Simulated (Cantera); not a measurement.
## Ammonia decomposition in nitride growth gas

An isothermal, constant-pressure homogeneous reactor starts with NH3 : H2 = 0.78 : 0.44 (molar parts), at 1625 K and 13300 Pa.

Computed with Cantera and the gas-phase N/H chemistry of the illustrative SiF4/NH3 mechanism in the Surface Chemkin manual (1991). Walls and surfaces, which speed up NH3 decomposition in real reactors, are not modelled.

| t (s) | x NH3 | x H2 | x NH2 | x H | x N2H2 | x N |
|---|---|---|---|---|---|---|
| 1.00e-5 | 0.639 | 0.361 | 9.02e-8 | 2.55e-8 | <1e-12 | <1e-12 |
| 2.64e-5 | 0.639 | 0.361 | 2.44e-7 | 6.13e-8 | <1e-12 | <1e-12 |
| 6.96e-5 | 0.639 | 0.361 | 6.49e-7 | 1.56e-7 | 3.98e-12 | <1e-12 |
| 0.000184 | 0.639 | 0.361 | 1.72e-6 | 4.05e-7 | 5.64e-11 | <1e-12 |
| 0.000484 | 0.639 | 0.361 | 4.54e-6 | 1.06e-6 | 6.16e-10 | 1.08e-12 |
| 0.00128 | 0.639 | 0.361 | 1.20e-5 | 2.79e-6 | 5.35e-9 | 2.10e-11 |
| 0.00337 | 0.639 | 0.361 | 3.13e-5 | 7.30e-6 | 4.17e-8 | 3.75e-10 |
| 0.00890 | 0.639 | 0.361 | 7.56e-5 | 1.76e-5 | 2.77e-7 | 5.05e-9 |
| 0.0235 | 0.639 | 0.361 | 0.000112 | 2.62e-5 | 6.60e-7 | 1.59e-8 |
| 0.0619 | 0.638 | 0.362 | 0.000114 | 2.67e-5 | 6.81e-7 | 1.66e-8 |
| 0.163 | 0.634 | 0.364 | 0.000113 | 2.69e-5 | 6.75e-7 | 1.66e-8 |
| 0.431 | 0.626 | 0.370 | 0.000112 | 2.75e-5 | 6.60e-7 | 1.67e-8 |
| 1.14 | 0.604 | 0.385 | 0.000110 | 2.90e-5 | 6.23e-7 | 1.69e-8 |
| 3.00 | 0.552 | 0.422 | 0.000103 | 3.27e-5 | 5.39e-7 | 1.72e-8 |
x: mole fraction; the columns are a selection and need not sum to one.

Equilibrium at this temperature and pressure: NH3 1.84e-6, H2 0.805, NH2 9.64e-10, H 0.000174, N2H2 <1e-12, N 1.40e-12 (gas phase only).
